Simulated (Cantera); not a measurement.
A perfectly stirred reactor is fed with CH4 : O2 : N2 : H2O = 1 : 2 : 7.52 : 0.73 (molar parts), equivalence ratio 1.0, at 353 Torr; it is adiabatic with a 800 K inlet, and is followed from long to short residence time, starting on the burning branch (τ in s: 0.28, 0.13, 0.064, 0.03, 0.014, 0.0069, 0.0033, 0.0016, 0.00075, 0.00036, 0.00017, 8.1e-05).

Cantera simulation using GRI-Mech 3.0 (53 species, 325 reactions); the numbers are that mechanism's predictions, not measurements.

Question: Predict: blow-out, bracketed by the residence times tried; x(CH4) at τ = 0.280 s; x(O2) at τ = 0.280 s; x(H2O) at τ = 0.280 s; x(NO) at τ = 0.280 s; x(CH4) at τ = 3.30 ms; x(O2) at τ = 3.30 ms; x(H2O) at τ = 3.30 ms; x(NO) at τ = 3.30 ms.

Answer: blow-out, bracketed by the residence times tried: burning at 81.0 µs, the shortest tried
x(CH4) at τ = 0.280 s: 1.03e-6
x(O2) at τ = 0.280 s: 0.00993
x(H2O) at τ = 0.280 s: 0.224
x(NO) at τ = 0.280 s: 0.00270
x(CH4) at τ = 3.30 ms: 4.37e-5
x(O2) at τ = 3.30 ms: 0.0178
x(H2O) at τ = 3.30 ms: 0.211
x(NO) at τ = 3.30 ms: 0.000259
